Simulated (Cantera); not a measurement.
Mixture: 5.88 % CH₄, 3.29 % H₂, 19.2 % O₂, 71.7 % N₂, equivalence ratio 0.70, at 9.87 atm, adiabatic and at constant pressure. Ignition delay is the time to a rise of 400 K.

Detailed kinetics in Cantera: GRI-Mech 3.0 (53 species, 325 reactions).

Predict: delay at 1025 K; delay at 1125 K; delay at 1225 K; delay at 1325 K; apparent activation energy between 1275 and 1375 K.

delay at 1025 K: 8.54 ms
delay at 1125 K: 1.06 ms
delay at 1225 K: 0.258 ms
delay at 1325 K: 0.104 ms
apparent activation energy between 1275 and 1375 K: 110 kJ/mol
